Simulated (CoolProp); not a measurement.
Vapour-liquid equilibrium of acetone (1) + n-hexane (2) at 1.57 MPa; x and y are mole fractions of (1).

Computed with CoolProp (multi-fluid Helmholtz-energy mixture model, Lemmon 2006 and Thol 2019; pair parameters Bell 2016).

Give the bubble temperature and the first vapour's composition at x = 0.275, 0.575, 0.725. Is there an azeotrope?

x = 0.275: 442.6 K, y = 0.401; x = 0.575: 435.5 K, y = 0.617; x = 0.725: 434.9 K, y = 0.718. y crosses x between x = 0.65 and 0.725: the model has an azeotrope there.

Pair parameters are fitted to limited data, so mixtures are less certain than the pure fluids.
